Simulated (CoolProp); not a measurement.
The fluid at 293.15 K and 0.0537 MPa is throttled through a valve to 0.0157 MPa with no heat exchange. The same conditions are run with several fluids, on thermodynamics alone (safety and materials aside).

Model: reference Helmholtz-energy equation of state of each fluid (cyclopropane: Polt 1992; R152A: Outcalt 1996; C3F8 (R218): Lemmon 2006; sulfur hexafluoride: Guder 2009; nitrogen: Span 2000), in CoolProp. The equations of Platzer and Polt are older, rougher fits.

Task: Rank cyclopropane, R152A, C3F8 (R218), sulfur hexafluoride, nitrogen by temperature change (K), highest first.

Result: nitrogen (-0.1), sulfur hexafluoride (-0.4), C3F8 (R218) (-0.5), cyclopropane (-1.0), R152A (-1.1)

```csv
fluid,final density (kg/m³)
cyclopropane,0.273
R152A,0.429
C3F8 (R218),1.22
sulfur hexafluoride,0.944
nitrogen,0.181
```
